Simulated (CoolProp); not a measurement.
Vapour-liquid equilibrium of CHF3 (R23) (1) + R227EA (2) at -43.55 °C; x and y are mole fractions of (1).

The numbers come from the multi-fluid Helmholtz-energy mixture model, Penoncello 2003 and Lemmon 2016; pair parameters Bell 2016 in CoolProp.

```csv
x,"bubble pressure, mixture model (MPa)","bubble pressure, Raoult's law (MPa)","y, mixture model","y, Raoult's law"
0.05,0.05689,0.05597,0.551,0.552
0.15,0.1223,0.1151,0.807,0.805
0.25,0.1892,0.1743,0.886,0.886
0.35,0.2535,0.2335,0.923,0.927
0.45,0.3135,0.2926,0.944,0.950
0.55,0.3691,0.3518,0.958,0.966
0.65,0.4217,0.4109,0.969,0.978
0.75,0.4735,0.4701,0.978,0.986
0.85,0.5273,0.5293,0.987,0.993
0.95,0.5860,0.5884,0.995,0.998
```

The largest gap from Raoult's law is +8.6 % in bubble pressure, at x = 0.35. No azeotrope shows between x = 0.05 and 0.95.

Pair parameters are fitted to limited data, so mixtures are less certain than the pure fluids. The gap from Raoult's law changes sign with composition, which may be real or a fault of the pair parameters; it wasn't checked against measurements.
